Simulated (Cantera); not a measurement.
What does this Cantera script print?

```python
import numpy as np
import cantera as ct

gas_names = """
    H HNO HNO2 HNO3 HO2 H2 H2O H2O2 N NH NH2 NH3 NH2OH NO NO2 NO3 N2 N2H2 N2H4 N2O O OH O2 O3 Si SiH
    SiH2 SiH3 SiH4 SiN SiO SiO2 Si2 Si2N Si3
""".split()
cond_names = """
    H2O(s) H2O(L) Si(cr) Si(L) SiO2(Lqz) SiO2(hqz) SiO2(L) Si2N2O(s) Si3N4(a)
""".split()


# ... load() reads the species with a 1 bar reference pressure and builds the phases ...
atoms = {
    'Si': {'Si': 1},
    'H2O': {'H': 2, 'O': 1},
    'N2': {'N': 2},
    'N2O': {'N': 2, 'O': 1},
}
top_T = {'Si2N2O(s)': 2100, 'Si3N4(a)': 2400}  # K; cautious upper limits of use, not melting points


# ... equilibrate(T, P, feed) seeds the gas with the atoms and calls Mixture.equilibrate('TP', solver="vcs", rtol=1e-11, max_steps=5000) ...
results = []
feed = {'Si': 1, 'H2O': 0.02, 'N2': 11, 'N2O': 0.069}  # mol
P = 4300  # Pa
for T in [973, 1073, 1173, 1273, 1373, 1473, 1573, 1673, 1773, 1873]:
    mix = equilibrate(T, P, feed)
    results.append((T, P, feed, dict(zip(mix.species_names, mix.species_moles))))

top = {s: max(r[3][s] / sum(r[3][g] for g in gas_names) for r in results) for s in gas_names}
cols = sorted((s for s in top if top[s] > 1e-05), key=lambda s: -top[s])[:8]
seen = [c for c in cond_names if any(r[3].get(c, 0) > 1e-12 for r in results)]
print("log10 of partial pressures in bar; condensed amounts in mol")
print(f"{'T/K':>10s}" + "".join(f"{s[:9]:>10s}" for s in cols + seen))
for T, P, feed, n in results:
    ng = sum(n[g] for g in gas_names)
    print(f"{T:10.4g}" + "".join(f"{np.log10(max(n[s] / ng * P / 1e5, 1e-99)):10.3f}" for s in cols)
          + "".join(f"{n.get(c, 0):10.4g}" for c in seen))
```

It prints:

```
log10 of partial pressures in bar; condensed amounts in mol
       T/K        N2       SiO        H2        Si         H      Si2N       SiN Si2N2O(s)  Si3N4(a)
       973    -1.367   -18.047    -4.085   -23.041   -11.008   -29.024   -22.114     0.089     0.274
      1073    -1.367   -15.112    -4.085   -19.557    -9.896   -24.573   -19.028     0.089     0.274
      1173    -1.367   -12.686    -4.085   -16.672    -8.971   -20.889   -16.473     0.089     0.274
      1273    -1.367   -10.648    -4.085   -14.245    -8.189   -17.791   -14.324     0.089     0.274
      1373    -1.367    -8.912    -4.085   -12.175    -7.520   -15.153   -12.493     0.089     0.274
      1473    -1.367    -7.417    -4.085   -10.390    -6.940   -12.879   -10.914   0.08899     0.274
      1573    -1.367    -6.116    -4.086    -8.835    -6.434   -10.901    -9.539   0.08881    0.2741
      1673    -1.367    -4.975    -4.088    -7.469    -5.987    -9.165    -8.331   0.08642    0.2749
      1773    -1.368    -3.966    -4.093    -6.259    -5.592    -7.630    -7.262    0.0626    0.2827
      1873    -1.371    -3.441    -4.105    -5.180    -5.243    -6.262    -6.309         0     0.303
```

Equilibrium computed with Cantera from the NASA thermochemical tables; the gas is ideal and each condensed phase is pure. Mutual solubility and eutectic melting of coexisting phases are not modelled. The tables' values for SiN are old estimates; treat these amounts as uncertain.
